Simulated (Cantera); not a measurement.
A Cantera script and its output.

```python
import numpy as np
import cantera as ct

gas = ct.Solution("gri30.yaml")
gas.TPX = 323, 91000, {'CH4': 1, 'C2H6': 0.27, 'C3H8': 0.091, 'O2': 2.43, 'N2': 9.13}
inlet = ct.Reservoir(gas, clone=True)
gas.equilibrate("HP")  # start burning
reactor = ct.IdealGasConstPressureReactor(gas, energy="on", clone=False)
exhaust = ct.Reservoir(gas, clone=True)
tau = [0.1, 0.049, 0.023, 0.011, 0.0053, 0.0025, 0.0012, 0.00057, 0.00027, 0.00013, 6.2e-05, 3e-05][0]
for a, b in ((inlet, reactor), (reactor, exhaust)):
    ct.MassFlowController(a, b, mdot=lambda t: reactor.mass / tau)
net = ct.ReactorNet([reactor])
show = ['CH4', 'C2H6', 'C3H8', 'C2H', 'CH2CO', 'NO', 'HCO']

rows = []
print(f"{'tau/s':>10s}{'T/K':>9s}" + "".join(f"{s:>11s}" for s in show))
for tau in [0.1, 0.049, 0.023, 0.011, 0.0053, 0.0025, 0.0012, 0.00057, 0.00027, 0.00013, 6.2e-05, 3e-05]:
    net.initial_time = 0.0
    net.advance(30 * tau)
    before = gas.X
    net.advance(40 * tau)
    drift = np.max(np.abs(gas.X - before) / (gas.X + 1e-9))
    rows.append([gas.T, *gas[show].X, drift])
    print(f"{tau:10.3e}{gas.T:9.1f}" + "".join(f"{x:11.3e}" for x in gas[show].X))
```

Output:

```
     tau/s      T/K        CH4       C2H6       C3H8        C2H      CH2CO         NO        HCO
 1.000e-01   2011.3  8.171e-05  3.199e-07  7.384e-08  2.270e-08  5.495e-07  1.630e-04  9.530e-08
 4.900e-02   2007.4  1.001e-04  5.822e-07  1.320e-07  3.901e-08  8.125e-07  1.795e-04  1.624e-07
 2.300e-02   2002.2  1.282e-04  1.093e-06  2.436e-07  6.814e-08  1.216e-06  1.909e-04  2.968e-07
 1.100e-02   1995.9  1.751e-04  2.047e-06  4.485e-07  1.181e-07  1.861e-06  1.949e-04  5.488e-07
 5.300e-03   1988.0  2.588e-04  3.909e-06  8.429e-07  2.068e-07  3.029e-06  1.902e-04  1.027e-06
 2.500e-03   1976.6  4.178e-04  7.913e-06  1.673e-06  3.695e-07  5.415e-06  1.727e-04  1.984e-06
 1.200e-03   1958.4  7.110e-04  1.662e-05  3.424e-06  6.254e-07  1.035e-05  1.385e-04  3.810e-06
 5.700e-04   1921.9  1.358e-03  3.980e-05  7.837e-06  9.543e-07  2.328e-05  8.593e-05  7.469e-06
 2.700e-04    323.0  7.739e-02  2.090e-02  7.043e-03 -2.784e-50 -4.365e-18 -4.577e-20 -1.299e-37
 1.300e-04    323.0  7.739e-02  2.090e-02  7.043e-03  2.246e-58 -2.261e-21 -2.371e-23  2.201e-45
 6.200e-05    323.0  7.739e-02  2.090e-02  7.043e-03  1.376e-61 -1.428e-22 -1.498e-24 -1.857e-48
 3.000e-05    323.0  7.739e-02  2.090e-02  7.043e-03  3.374e-64 -9.021e-24 -9.461e-26 -2.234e-49
```

Cantera simulation using GRI-Mech 3.0 (53 species, 325 reactions); the numbers are that mechanism's predictions, not measurements.
